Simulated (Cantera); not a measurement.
**Gas-phase reforming**

An isothermal, constant-pressure homogeneous reactor starts with CH4 : CO2 : H2O = 1 : 1.8 : 0.0054 (molar parts), at 1900 K and 3.00 bar.

Computed with Cantera and GRI-Mech 3.0 (53 species, 325 reactions).

| t (s) | x CH4 | x CO2 | x CH2CO | x H2O | x H | x CH2 | x C2H2 |
|---|---|---|---|---|---|---|---|
| 1.00e-6 | 0.356 | 0.641 | 2.36e-12 | 0.00193 | 5.02e-6 | 3.61e-8 | 1.31e-9 |
| 9.17e-6 | 0.350 | 0.640 | 2.97e-9 | 0.00207 | 1.28e-5 | 1.22e-6 | 1.62e-5 |
| 8.41e-5 | 0.254 | 0.594 | 4.99e-6 | 0.0104 | 9.26e-5 | 2.86e-6 | 0.0175 |
| 0.000771 | 0.0706 | 0.356 | 0.000105 | 0.138 | 0.000164 | 1.62e-6 | 0.0961 |
| 0.00707 | 0.0131 | 0.129 | 0.000107 | 0.220 | 0.000205 | 9.71e-7 | 0.0694 |
| 0.0648 | 0.00438 | 0.0590 | 7.16e-6 | 0.133 | 0.000245 | 1.07e-7 | 0.00772 |
| 0.595 | 1.56e-7 | 0.0498 | 6.51e-11 | 0.118 | 0.000253 | 2.66e-12 | 1.88e-10 |
| 5.45 | 9.72e-8 | 0.0498 | 4.09e-11 | 0.118 | 0.000253 | 1.68e-12 | 5.29e-11 |
| 50.0 | 9.72e-8 | 0.0498 | 4.09e-11 | 0.118 | 0.000253 | 1.68e-12 | 5.29e-11 |
x: mole fraction; the columns are a selection and need not sum to one.

Equilibrium at this temperature and pressure: CH4 1.08e-7, CO2 0.0498, CH2CO 4.52e-11, H2O 0.118, H 0.000253, CH2 1.85e-12, C2H2 5.86e-11 (gas phase only).
